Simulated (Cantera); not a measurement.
An isothermal plug-flow reactor at 823 K and 4.93 atm (inlet), inlet velocity 0.34 m/s, active area per volume 170 1/m; feed CO : O₂ : N₂ = 0.024 : 0.2 : 0.79 (molar parts).

Computed with Cantera and Deutschmann's 1995 Pt surface mechanism with GRI-Mech 3.0 gas chemistry. Catalytic surfaces can have several steady states; this one follows from the mechanism file's or the stated starting coverage. Mass transfer to the wall is taken as infinitely fast.

Problem. Predict: x(CO) at z = 0.062 m; x(O₂) at z = 0.062 m; x(CO₂) at z = 0.062 m; θ(free Pt) at the exit; θ(O*) at the exit.

Solution. 
- x(CO) at z = 0.062 m: 0.000132
- x(O₂) at z = 0.062 m: 0.188
- x(CO₂) at z = 0.062 m: 0.0238
- θ(free Pt) at the exit: 0.0187
- θ(O*) at the exit: 0.981
